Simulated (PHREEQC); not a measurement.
## Ultrapure water in contact with air or piping: speciation

Synthetic water in mg/L, 25 °C, pH 6.32, pe 11.3:

| constituent | mg/L |
|---|---|
| Na | 0.219 |
| K | 1.79e-05 |
| Ca | 0.0608 |
| Mg | 0.00419 |
| Cl | 0.209 |
| S(6) as SO4 | 0.0307 |
| Alkalinity as HCO3 | 0.364 |
| Cu(2) | 0.00154 |
| Sr | 0.00727 |
| B | 0.000104 |
| Cd | 0.00306 |
| F | 0.00465 |
| Ni | 0.0191 |

Na is adjusted to close the charge balance.
Valence states are taken as typed.

Model: ion-association model, wateq4f.dat, run in PHREEQC.

```json
{
 "ionic_strength": "1.57e-5 mol/kgw"
}
```

```tsv
species	molality	activity	log γ
Na+	8.45e-6	8.41e-6	-0.002
CO2	6.87e-6	6.87e-6	0.000
HCO3-	6.42e-6	6.39e-6	-0.002
Cl-	5.90e-6	5.87e-6	-0.002
Ca+2	1.52e-6	1.49e-6	-0.008
H+	4.81e-7	4.79e-7	-0.002
Ni+2	3.24e-7	3.17e-7	-0.008
SO4-2	3.19e-7	3.14e-7	-0.008
F-	2.45e-7	2.43e-7	-0.002
Mg+2	1.72e-7	1.69e-7	-0.008
Sr+2	8.30e-8	8.14e-8	-0.008
Cd+2	2.72e-8	2.67e-8	-0.008
```

This is a speciation only: nothing precipitates in the calculation. Real BF4- forms and hydrolyses slowly; the run takes it at equilibrium.
